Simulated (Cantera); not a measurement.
Charge: 1 mol SiHCl3, 0.55 mol NH3, 89 mol H2, at 1.00 bar.

Cantera equilibrium calculation (NASA polynomials, part measured and part estimated; ideal gas, pure solids and liquids). Candidate condensed phases: NH4Cl, Si, Si3N4; 28 gas species. Mutual solubility and eutectic melting of coexisting phases are not modelled. The numbers say what is thermodynamically allowed, not how fast it happens.

Q: Which condensed phases are stable at each of these points (T (°C)): 800, 850, 900, 950, 1000, 1050, 1100, 1150, 1200, 1250, 1300, 1350?

A: 
```json
[
 {"T (°C)": "800", "condensed phases": "Si3N4(s)", "Si condensed (%)": "41.2"},
 {"T (°C)": "850", "condensed phases": "Si3N4(s)", "Si condensed (%)": "41.2"},
 {"T (°C)": "900", "condensed phases": "Si(s) + Si3N4(s)", "Si condensed (%)": "47.9"},
 {"T (°C)": "950", "condensed phases": "Si(s) + Si3N4(s)", "Si condensed (%)": "55.9"},
 {"T (°C)": "1000", "condensed phases": "Si(s) + Si3N4(s)", "Si condensed (%)": "62.8"},
 {"T (°C)": "1050", "condensed phases": "Si(s) + Si3N4(s)", "Si condensed (%)": "68.0"},
 {"T (°C)": "1100", "condensed phases": "Si(s) + Si3N4(s)", "Si condensed (%)": "71.4"},
 {"T (°C)": "1150", "condensed phases": "Si(s) + Si3N4(s)", "Si condensed (%)": "73.3"},
 {"T (°C)": "1200", "condensed phases": "Si(s) + Si3N4(s)", "Si condensed (%)": "74.2"},
 {"T (°C)": "1250", "condensed phases": "Si(s) + Si3N4(s)", "Si condensed (%)": "74.5"},
 {"T (°C)": "1300", "condensed phases": "Si(s) + Si3N4(s)", "Si condensed (%)": "74.5"},
 {"T (°C)": "1350", "condensed phases": "Si(s) + Si3N4(s)", "Si condensed (%)": "74.3"}
]
```

From 800 °C to 850 °C the condensed part is Si3N4(s). From 900 °C to 1350 °C the condensed part is Si(s) + Si3N4(s).
